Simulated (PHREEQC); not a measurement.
Consider water at 44 °C with 0.0097 mol FeCl3, 0.0018 mol NiCl2, 6.2e-05 mol NaF and 0.14 mol Na2SO4 per kg of water. Closed to the air; pH follows from the charge balance.

All values are PHREEQC results (ion-association model, wateq4f.dat), not measurements.

| quantity | before | after |
|---|---|---|
| pH | 3.28 | 6.77 |
| ionic strength (mol/kgw) | 0.363 | 0.355 |
| Na+ (mol/kgw) | 0.250 | 0.247 |
| Ni+2 (mol/kgw) | 0.000797 | 0.000759 |
| NiCl+ (mol/kgw) | 1.62e-5 | 1.71e-6 |
| F- (mol/kgw) | 1.10e-6 | 5.82e-5 |
| SI of Halite (NaCl) | -4.04 | -5.00 |

**Question.** Which change was made?
A) Na2SO4 left out
B) FeCl3 left out
C) NiCl2 from 0.0018 to 0.0036 mol/kgw
D) Na2SO4 from 0.14 to 0.154 mol/kgw

**Answer.** B, FeCl3 left out

No solid was allowed to form. Some of these states are supersaturated (in Jarosite-Na, Hematite (slow to form), for instance). Away from 25 °C the constants follow the database's enthalpies or fits; those with neither stay at their 25 °C values. Fluoro complexes past AlF4- and FeF3 are missing from the database.
